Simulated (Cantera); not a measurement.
Charge: 1 mol CH₃F, 0.017 mol CH₄, 9.3 mol H₂, held at 1800 °C and 0.133 bar.

Cantera equilibrium calculation (NASA polynomials, part measured and part estimated; ideal gas, pure solids and liquids). Candidate condensed phases: C, C₆H₆, C₇H₈, C₈H₁₈; 95 gas species. The numbers say what is thermodynamically allowed, not how fast it happens.

Base state: H₂ 0.904, HF 0.0879, H 0.00686, C₂H₂ (acetylene) 0.00111, CH₄ 3.84e-5 (mole fractions); condensed: C(graphite).

Question: What changes in the equilibrium state with this change: 0.099 mol Cl₂ added?

Answer: 
| species | before | after |
|---|---|---|
| H₂ | 0.904 | 0.888 |
| HF | 0.0879 | 0.0872 |
| HCl | 0 | 0.0172 |
| Cl | 0 | 9.69e-5 |
| CH₄ | 3.84e-5 | 3.70e-5 |
| C₂H₂ (acetylene) | 0.00111 | 0.00109 |
| H | 0.00686 | 0.00679 |
| C(graphite), mol | 0.991 | 0.991 |

Question: What changes in the equilibrium state with this change: CH₃F replaced by CH₃Cl?

Answer: 
| species | before | after |
|---|---|---|
| H₂ | 0.904 | 0.904 |
| HCl | 0 | 0.0874 |
| H | 0.00686 | 0.00686 |
| HF | 0.0879 | 0 |
| Cl | 0 | 0.000489 |
| CH₄ | 3.84e-5 | 3.84e-5 |
| C₂H₂ (acetylene) | 0.00111 | 0.00111 |
| C(graphite), mol | 0.991 | 0.991 |
